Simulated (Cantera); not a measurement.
A perfectly stirred reactor is fed with C2H6 : H2 : H2O = 1 : 59 : 1.1 (molar parts), at 0.0975 Torr; it is held at 1623 K, and followed from long to short residence time.

Computed with Cantera and GRI-Mech 3.0 (53 species, 325 reactions). GRI-Mech 3.0 stops at C3 and has no aromatics, soot or wall deposition, so with more carbon than oxygen in the feed, carbon stays in small species such as C2H2 where larger ones or solid carbon would form. Radical loss at walls, strong at low pressure, is not modelled.

Q: Predict: x(C2H6) at τ = 28.0 s; x(H2) at τ = 28.0 s; x(C2H4) at τ = 28.0 s; x(CH2) at τ = 28.0 s; x(C2H2) at τ = 28.0 s; x(C2H6) at τ = 71.0 ms; x(H2) at τ = 71.0 ms; x(C2H4) at τ = 71.0 ms; x(CH2) at τ = 71.0 ms; x(C2H2) at τ = 71.0 ms.

A: 
```json
{
  "x(C2H6) at τ = 28.0 s": "1.36e-5",
  "x(H2) at τ = 28.0 s": "0.957",
  "x(C2H4) at τ = 28.0 s": "7.47e-5",
  "x(CH2) at τ = 28.0 s": "1.39e-6",
  "x(C2H2) at τ = 28.0 s": "0.00924",
  "x(C2H6) at τ = 71.0 ms": "0.00364",
  "x(H2) at τ = 71.0 ms": "0.954",
  "x(C2H4) at τ = 71.0 ms": "0.00287",
  "x(CH2) at τ = 71.0 ms": "3.95e-6",
  "x(C2H2) at τ = 71.0 ms": "0.00105"
}
```
